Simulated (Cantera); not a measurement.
An isothermal, constant-pressure homogeneous reactor starts with H₂ : O₂ : N₂ = 0.22 : 1 : 1.2 (molar parts), equivalence ratio 0.11, at 973 K and 18.8 Torr.

Computed with Cantera and the H2/O2 subset of GRI-Mech 3.0, which has no nitrogen chemistry. Radical loss at walls, strong at low pressure, is not modelled. The temperature is held fixed by assumption; the heat of reaction is taken as removed at once.

x: mole fraction; the columns are a selection and need not sum to one.

```json
[
 {"t (s)": "5.00e-6", "x H₂": "0.0909", "x O₂": "0.413", "x H": "1.58e-12", "x H₂O": "<1e-12", "x O": "<1e-12", "x HO₂": "1.60e-12", "x OH": "<1e-12"},
 {"t (s)": "2.15e-5", "x H₂": "0.0909", "x O₂": "0.413", "x H": "6.59e-12", "x H₂O": "<1e-12", "x O": "<1e-12", "x HO₂": "6.89e-12", "x OH": "<1e-12"},
 {"t (s)": "9.25e-5", "x H₂": "0.0909", "x O₂": "0.413", "x H": "2.78e-11", "x H₂O": "3.97e-12", "x O": "5.51e-12", "x HO₂": "2.98e-11", "x OH": "3.32e-12"},
 {"t (s)": "0.000398", "x H₂": "0.0909", "x O₂": "0.413", "x H": "2.05e-10", "x H₂O": "1.80e-10", "x O": "9.55e-11", "x HO₂": "1.33e-10", "x OH": "3.86e-11"},
 {"t (s)": "0.00171", "x H₂": "0.0909", "x O₂": "0.413", "x H": "6.67e-8", "x H₂O": "1.05e-7", "x O": "3.58e-8", "x HO₂": "3.55e-9", "x OH": "[?]"},
 {"t (s)": "0.00735", "x H₂": "0.00569", "x O₂": "0.377", "x H": "0.0210", "x H₂O": "0.0755", "x O": "0.0117", "x HO₂": "1.03e-5", "x OH": "[?]"},
 {"t (s)": "0.0316", "x H₂": "0.000224", "x O₂": "0.385", "x H": "0.000108", "x H₂O": "0.0948", "x O": "0.000499", "x HO₂": "5.16e-6", "x OH": "[?]"},
 {"t (s)": "0.136", "x H₂": "1.09e-5", "x O₂": "0.385", "x H": "9.02e-7", "x H₂O": "0.0952", "x O": "2.13e-5", "x HO₂": "7.19e-7", "x OH": "[?]"},
 {"t (s)": "0.585", "x H₂": "5.60e-7", "x O₂": "0.385", "x H": "2.19e-8", "x H₂O": "0.0952", "x O": "1.79e-6", "x HO₂": "8.02e-8", "x OH": "[?]"},
 {"t (s)": "2.51", "x H₂": "4.39e-8", "x O₂": "0.385", "x H": "1.11e-9", "x H₂O": "0.0952", "x O": "2.47e-7", "x HO₂": "1.20e-8", "x OH": "[?]"},
 {"t (s)": "10.8", "x H₂": "6.67e-9", "x O₂": "0.385", "x H": "8.67e-11", "x H₂O": "0.0952", "x O": "4.54e-8", "x HO₂": "2.32e-9", "x OH": "[?]"},
 {"t (s)": "46.5", "x H₂": "1.29e-9", "x O₂": "0.385", "x H": "8.19e-12", "x H₂O": "0.0952", "x O": "9.43e-9", "x HO₂": "5.49e-10", "x OH": "[?]"},
 {"t (s)": "200", "x H₂": "2.78e-10", "x O₂": "0.385", "x H": "<1e-12", "x H₂O": "0.0952", "x O": "2.09e-9", "x HO₂": "2.38e-10", "x OH": "[?]"}
]
```

Question: What belongs in the gaps?

Answer: 
- 0.00171, x OH: 1.35e-8
- 0.00735, x OH: 0.00219
- 0.0316, x OH: 0.000274
- 0.136, x OH: 5.35e-5
- 0.585, x OH: 1.58e-5
- 2.51, x OH: 5.87e-6
- 10.8, x OH: 2.51e-6
- 46.5, x OH: 1.14e-6
- 200, x OH: 5.36e-7
